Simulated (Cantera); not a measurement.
Mixture: CH3OH : O2 : N2 = 1 : 1.07 : 4.03 (molar parts), equivalence ratio 1.4, at 760 Torr, adiabatic and at constant pressure. Ignition delay is the time to a rise of 400 K.

Model: GRI-Mech 3.0 (53 species, 325 reactions), integrated in Cantera. GRI-Mech 3.0 was tuned for natural gas; its chemistry of methanol as a main component is partial and can be far from experiment.

Problem. What does this change do: pressure from 760 Torr to 1200 Torr?

Solution. 
```json
[
 {"quantity": "delay at 1023 K", "before": "0.278 s", "after": "0.188 s"},
 {"quantity": "delay at 1073 K", "before": "92.7 ms", "after": "62.7 ms"},
 {"quantity": "delay at 1123 K", "before": "34.2 ms", "after": "23.1 ms"},
 {"quantity": "delay at 1173 K", "before": "13.8 ms", "after": "9.27 ms"},
 {"quantity": "delay at 1223 K", "before": "6.03 ms", "after": "4.04 ms"},
 {"quantity": "delay at 1273 K", "before": "2.84 ms", "after": "1.89 ms"},
 {"quantity": "apparent activation energy between 1173 and 1273 K", "before": "200 kJ/mol", "after": "200 kJ/mol"}
]
```

Problem. What does this change do: pressure from 760 Torr to 300 Torr?

Solution. 
```tsv
quantity	before	after
delay at 1023 K	0.278 s	0.635 s
delay at 1073 K	92.7 ms	0.213 s
delay at 1123 K	34.2 ms	79.1 ms
delay at 1173 K	13.8 ms	32.1 ms
delay at 1223 K	6.03 ms	14.1 ms
delay at 1273 K	2.84 ms	6.64 ms
apparent activation energy between 1173 and 1273 K	200 kJ/mol	200 kJ/mol
```
